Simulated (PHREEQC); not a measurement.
A solution holds 0.32 mol/kgw CuSO4, 0.00029 mol/kgw HNO3 and 0.43 mol/kgw NaCl, at 25 °C. Closed to the air; pH follows from the charge balance.

All values are PHREEQC results (ion-association model, phreeqc.dat), not measurements.

This is a speciation only: nothing precipitates in the calculation.

Task: Predict the pH.

Result: pH 4.09.

Task: In which forms is Na present?

Result: Na+ 89 %, NaSO4- 11 % of the Na.

Ionic strength above about 0.7 mol/kgw puts this run outside the model's range.
